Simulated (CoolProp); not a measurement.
Model: reference Helmholtz-energy equation of state, Fiedler 2023, in CoolProp.

**Question.** Give the vapour pressure (MPa), liquid density (kg/m³), enthalpy of vaporisation (kJ/kg) of saturated tetrahydrofuran at 428.6 K.

**Answer.** 
```json
[
 {"T (K)": "428.6", "p (MPa)": "0.937", "liquid density (kg/m³)": "721", "enthalpy of vaporisation (kJ/kg)": "337"}
]
```
